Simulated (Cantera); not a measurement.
Charge: 1 mol BCl3, 20 mol H2O, held at 1.00 bar.

These are equilibrium values from Cantera (NASA tables, ideal gas, pure condensed phases), not measurements of a reactor. Candidate condensed phases: B, B2O3, B3O3H3, H2O; 33 gas species. The tables' values for BOCl are old estimates; treat these amounts as uncertain. The numbers say what is thermodynamically allowed, not how fast it happens. All values below are at 1998 K.

Base state: H2O 0.810, HCl 0.134, HBO2 0.0446, H2 0.00550, Cl 0.00215, O2 0.00175, OH 0.00174, B2O3 0.000256 (mole fractions); condensed: gas only.

Question: What changes in the equilibrium state with this change: 0.91 mol HF added?

Answer: 
| species | before | after |
|---|---|---|
| H2O | 0.810 | 0.782 |
| HCl | 0.134 | 0.128 |
| HBO2 | 0.0446 | 0.0386 |
| HF | 0 | 0.0353 |
| BOF | 0 | 0.00431 |
| B2O3 | 0.000256 | 0.000199 |
